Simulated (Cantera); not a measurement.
A perfectly stirred reactor is fed with CH₄ : O₂ : N₂ = 1 : 1.67 : 6.27 (molar parts), equivalence ratio 1.2, at 42000 Pa; it is adiabatic with a 375 K inlet, and is followed from long to short residence time, starting on the burning branch (τ in s: 0.04, 0.024, 0.014, 0.0087, 0.0052, 0.0031, 0.0019, 0.0011, 0.00068, 0.00041, 0.00025, 0.00015, 8.9e-05).

Cantera simulation using GRI-Mech 3.0 (53 species, 325 reactions); the numbers are that mechanism's predictions, not measurements.

x: mole fraction; the columns are a selection and need not sum to one.

```json
[
 {"τ (s)": "0.040", "T (K)": "2125", "x CH₄": "1.55e-5", "x O₂": "0.00135", "x HO₂": "2.46e-7", "x H₂O": "0.183", "x CH₂": "7.87e-7", "x CO": "0.0463", "x C₂H₄": "5.00e-9"},
 {"τ (s)": "0.024", "T (K)": "2109", "x CH₄": "2.12e-5", "x O₂": "0.00179", "x HO₂": "3.24e-7", "x H₂O": "0.181", "x CH₂": "1.05e-6", "x CO": "0.0466", "x C₂H₄": "7.98e-9"},
 {"τ (s)": "0.014", "T (K)": "2090", "x CH₄": "…", "x O₂": "…", "x HO₂": "…", "x H₂O": "0.180", "x CH₂": "…", "x CO": "0.0470", "x C₂H₄": "…"},
 {"τ (s)": "0.0087", "T (K)": "2070", "x CH₄": "4.18e-5", "x O₂": "0.00298", "x HO₂": "5.40e-7", "x H₂O": "0.178", "x CH₂": "1.85e-6", "x CO": "0.0474", "x C₂H₄": "2.18e-8"},
 {"τ (s)": "0.0052", "T (K)": "2046", "x CH₄": "6.10e-5", "x O₂": "0.00376", "x HO₂": "6.89e-7", "x H₂O": "0.176", "x CH₂": "2.47e-6", "x CO": "0.0479", "x C₂H₄": "3.86e-8"},
 {"τ (s)": "0.0031", "T (K)": "2021", "x CH₄": "9.17e-5", "x O₂": "0.00465", "x HO₂": "8.76e-7", "x H₂O": "0.174", "x CH₂": "3.36e-6", "x CO": "0.0485", "x C₂H₄": "7.28e-8"},
 {"τ (s)": "0.0019", "T (K)": "1996", "x CH₄": "0.000138", "x O₂": "0.00563", "x HO₂": "1.10e-6", "x H₂O": "0.172", "x CH₂": "4.57e-6", "x CO": "0.0492", "x C₂H₄": "1.42e-7"},
 {"τ (s)": "0.0011", "T (K)": "1968", "x CH₄": "0.000227", "x O₂": "0.00694", "x HO₂": "1.46e-6", "x H₂O": "0.171", "x CH₂": "6.66e-6", "x CO": "0.0503", "x C₂H₄": "3.26e-7"},
 {"τ (s)": "0.00068", "T (K)": "1943", "x CH₄": "…", "x O₂": "…", "x HO₂": "…", "x H₂O": "0.169", "x CH₂": "…", "x CO": "0.0517", "x C₂H₄": "…"},
 {"τ (s)": "0.00041", "T (K)": "1913", "x CH₄": "0.000631", "x O₂": "0.0108", "x HO₂": "2.95e-6", "x H₂O": "0.168", "x CH₂": "1.47e-5", "x CO": "0.0540", "x C₂H₄": "2.04e-6"},
 {"τ (s)": "0.00025", "T (K)": "1873", "x CH₄": "0.00120", "x O₂": "0.0149", "x HO₂": "5.41e-6", "x H₂O": "0.166", "x CH₂": "2.38e-5", "x CO": "0.0581", "x C₂H₄": "6.86e-6"},
 {"τ (s)": "0.00015", "T (K)": "375", "x CH₄": "0.112", "x O₂": "0.187", "x HO₂": "<1e-12", "x H₂O": "<1e-12", "x CH₂": "<1e-12", "x CO": "<1e-12", "x C₂H₄": "<1e-12"},
 {"τ (s)": "8.9e-5", "T (K)": "375", "x CH₄": "0.112", "x O₂": "0.187", "x HO₂": "<1e-12", "x H₂O": "<1e-12", "x CH₂": "<1e-12", "x CO": "<1e-12", "x C₂H₄": "<1e-12"}
]
```

**Question.** What belongs in the gaps?

**Answer.** 
- 0.014, x CH₄: 3.01e-5
- 0.014, x O₂: 0.00237
- 0.014, x HO₂: 4.27e-7
- 0.014, x CH₂: 1.42e-6
- 0.014, x C₂H₄: 1.34e-8
- 0.00068, x CH₄: 0.000364
- 0.00068, x O₂: 0.00845
- 0.00068, x HO₂: 1.96e-6
- 0.00068, x CH₂: 9.61e-6
- 0.00068, x C₂H₄: 7.49e-7
